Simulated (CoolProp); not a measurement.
Fluorine at 295 K and 7.45 MPa is throttled through a valve to 1.86 MPa with no heat exchange. Each further row changes one setting.

Model: reference Helmholtz-energy equation of state, de Reuck 1990, in CoolProp.

| case | temperature change (K) | final density (kg/m³) |
|---|---|---|
| as stated | -10.2 | 30.1 |
| outlet pressure 0.558 MPa | -12.9 | 9.07 |
| outlet pressure 2.42 MPa | -9.1 | 39.2 |
